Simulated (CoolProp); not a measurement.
Toluene along the isotherm 346.85 °C: density (kg/m³) from the reference equation and from simpler models built on Tc = 318.6 °C, pc = 4.126 MPa, ω = 0.266; each cubic takes its own stable root.

Computed with CoolProp (reference Helmholtz-energy equation of state, Lemmon 2006). It is a short technical equation, of lower accuracy than the large ones.

```json
[
 {"p (MPa)": "2.29", "phase": "gas", "reference": "50.86", "ideal gas": "40.93", "van der Waals": "49.33", "Redlich-Kwong": "50.27", "Soave-Redlich-Kwong": "49.91", "Peng-Robinson": "51.07"},
 {"p (MPa)": "4.58", "phase": "supercritical", "reference": "(withheld)", "ideal gas": "81.86", "van der Waals": "156.1", "Redlich-Kwong": "154.2", "Soave-Redlich-Kwong": "146.0", "Peng-Robinson": "154.1"},
 {"p (MPa)": "6.88", "phase": "supercritical", "reference": "415.4", "ideal gas": "123.0", "van der Waals": "312.3", "Redlich-Kwong": "351.5", "Soave-Redlich-Kwong": "333.6", "Peng-Robinson": "363.2"},
 {"p (MPa)": "9.17", "phase": "supercritical", "reference": "476.0", "ideal gas": "163.9", "van der Waals": "347.2", "Redlich-Kwong": "409.1", "Soave-Redlich-Kwong": "397.5", "Peng-Robinson": "437.3"},
 {"p (MPa)": "11.5", "phase": "supercritical", "reference": "508.0", "ideal gas": "(withheld)", "van der Waals": "368.8", "Redlich-Kwong": "(withheld)", "Soave-Redlich-Kwong": "435.1", "Peng-Robinson": "480.5"},
 {"p (MPa)": "13.8", "phase": "supercritical", "reference": "529.9", "ideal gas": "246.7", "van der Waals": "(withheld)", "Redlich-Kwong": "469.6", "Soave-Redlich-Kwong": "461.9", "Peng-Robinson": "511.1"},
 {"p (MPa)": "16", "phase": "supercritical", "reference": "546.3", "ideal gas": "286.0", "van der Waals": "396.4", "Redlich-Kwong": "489.1", "Soave-Redlich-Kwong": "482.3", "Peng-Robinson": "534.2"},
 {"p (MPa)": "18.3", "phase": "supercritical", "reference": "560.5", "ideal gas": "(withheld)", "van der Waals": "406.7", "Redlich-Kwong": "506.1", "Soave-Redlich-Kwong": "500.0", "Peng-Robinson": "554.2"},
 {"p (MPa)": "20.6", "phase": "supercritical", "reference": "572.6", "ideal gas": "368.2", "van der Waals": "415.6", "Redlich-Kwong": "520.7", "Soave-Redlich-Kwong": "515.2", "Peng-Robinson": "571.4"}
]
```

Q: Complete the blanks.

A: 
- 4.58, reference: 154.6
- 11.5, ideal gas: 205.5
- 11.5, Redlich-Kwong: 444.2
- 13.8, van der Waals: 384.5
- 18.3, ideal gas: 327.1
